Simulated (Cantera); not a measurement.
Feed: 1 mol Pb, 0.052 mol CO, 3 mol N2, held at 798 K and 0.120 bar.

Cantera equilibrium calculation (NASA polynomials, part measured and part estimated; ideal gas, pure solids and liquids). Candidate condensed phases: C, Pb, PbO, PbO2, Pb3O4; 27 gas species. Rates play no part.

Base state: N2 0.985, CO 0.0129, CO2 0.00210 (mole fractions); condensed: C(graphite) + Pb(l).

Task: What changes in the equilibrium state with this change: 0.005 mol NH3 added?

Result: 
| species | before | after |
|---|---|---|
| N2 | 0.985 | 0.983 |
| CO | 0.0129 | 0.0128 |
| H2 | 0 | 0.00236 |
| H2O | 0 | 8.93e-5 |
| CO2 | 0.00210 | 0.00207 |
| C(graphite), mol | 0.00639 | 0.00659 |
| Pb(l), mol | 1.000 | 1.000 |
Further candidate phases: C6H6, C7H8, C8H18, H2O.
